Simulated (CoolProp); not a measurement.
Vapour-liquid equilibrium of methanol (1) + dimethyl carbonate (2) at 540 kPa; x and y are mole fractions of (1).

Computed with CoolProp (multi-fluid Helmholtz-energy mixture model, de Reuck 1993 and Zhou 2011; pair parameters Bell 2016).

| x | bubble temperature, mixture model (°C) | bubble temperature, Raoult's law (°C) | y, mixture model | y, Raoult's law |
|---|---|---|---|---|
| 0.05 | 145.2 | 149.6 | 0.188 | 0.128 |
| 0.2 | … | 140.3 | 0.481 | 0.407 |
| 0.35 | … | 133.2 | 0.621 | 0.594 |
| 0.5 | … | 127.5 | 0.707 | 0.729 |
| 0.65 | 116.5 | 122.7 | 0.776 | 0.832 |
| 0.8 | 114.8 | 118.6 | 0.849 | 0.914 |
| 0.95 | … | 115.1 | 0.952 | 0.980 |

Problem. Some entries are withheld; supply them.

Solution. 
- 0.2, bubble temperature, mixture model (°C): 130.7
- 0.35, bubble temperature, mixture model (°C): 123.3
- 0.5, bubble temperature, mixture model (°C): 119.1
- 0.95, bubble temperature, mixture model (°C): 114.0

The largest gap from Raoult's law is -9.9 K in bubble temperature, at x = 0.35. No azeotrope shows between x = 0.05 and 0.95.

Pair parameters are fitted to limited data, so mixtures are less certain than the pure fluids.
